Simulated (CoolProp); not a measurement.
n-hexane at 258.67 K and 0.866 MPa is throttled through a valve to 0.492 MPa with no heat exchange. Each further row changes one setting.

Model: reference Helmholtz-energy equation of state, Thol 2019, in CoolProp.

```json
[
 {"case": "as stated", "temperature change (K)": "?"},
 {"case": "outlet pressure 0.148 MPa", "temperature change (K)": "?"},
 {"case": "outlet pressure 0.64 MPa", "temperature change (K)": "?"}
]
```

Question: What belongs in the gaps?

Answer: 
- as stated, temperature change (K): +0.2
- outlet pressure 0.148 MPa, temperature change (K): +0.3
- outlet pressure 0.64 MPa, temperature change (K): +0.1
